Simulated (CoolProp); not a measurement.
A closed Brayton cycle with carbon dioxide: compressor inlet 307.15 K and 9.3 MPa, high pressure 32 MPa, turbine inlet 875 K, compressor efficiency 0.89, turbine efficiency 0.9, recuperator effectiveness 0.95 (on enthalpy, no pinch check). Each further row changes one setting.

Computed with CoolProp (reference Helmholtz-energy equation of state, Span 1996).

| case | thermal efficiency (%) | net work (kJ/kg) | compressor to turbine work | compressor exit (K) | turbine exit (K) |
|---|---|---|---|---|---|
| as stated | 42.2 | 137 | 0.19 | 341.0 | 722.6 |
| turbine inlet 825 K | 40.4 | ? | ? | 341.0 | ? |
| compressor inlet 317.15 K | ? | 123 | 0.28 | ? | 722.6 |
| high pressure 27.2 MPa | ? | 123 | ? | 335.4 | ? |
| recuperator effectiveness 0.5 | 25.6 | 137 | 0.19 | 341.0 | 722.6 |

**Question.** Fill in the missing entries.

**Answer.** 
- turbine inlet 825 K, net work (kJ/kg): 126
- turbine inlet 825 K, compressor to turbine work: 0.21
- turbine inlet 825 K, turbine exit (K): 677.8
- compressor inlet 317.15 K, thermal efficiency (%): 40.7
- compressor inlet 317.15 K, compressor exit (K): 387.7
- high pressure 27.2 MPa, thermal efficiency (%): 40.9
- high pressure 27.2 MPa, compressor to turbine work: 0.18
- high pressure 27.2 MPa, turbine exit (K): 741.9
